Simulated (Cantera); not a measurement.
Feed: 1 mol Fe, 0.014 mol O₂, 62 mol CO, 0.16 mol CO₂, equilibrated at 1775 K.

Equilibrium computed with Cantera from the NASA thermochemical tables; the gas is ideal and each condensed phase is pure. Candidate condensed phases: C, Fe, Fe(CO)₅, FeO, Fe₂O₃, Fe₃O₄; 15 gas species. Rates play no part.

Q: Which condensed phases are stable at each of these points (P (Pa)): 10, 82, 670, 5500, 45000, 370000, 3000000?

A: 
```json
[
 {"P (Pa)": "10", "condensed phases": "gas only", "Fe condensed (%)": "0.0"},
 {"P (Pa)": "82", "condensed phases": "gas only", "Fe condensed (%)": "0.0"},
 {"P (Pa)": "670", "condensed phases": "Fe(δ)", "Fe condensed (%)": "81.0"},
 {"P (Pa)": "5500", "condensed phases": "Fe(δ)", "Fe condensed (%)": "97.7"},
 {"P (Pa)": "45000", "condensed phases": "Fe(δ)", "Fe condensed (%)": "99.7"},
 {"P (Pa)": "370000", "condensed phases": "Fe(δ)", "Fe condensed (%)": "100.0"},
 {"P (Pa)": "3000000", "condensed phases": "Fe(δ)", "Fe condensed (%)": "100.0"}
]
```

From 10.0 Pa to 82.0 Pa nothing is condensed. From 670 Pa to 3000000 Pa the condensed part is Fe(δ).
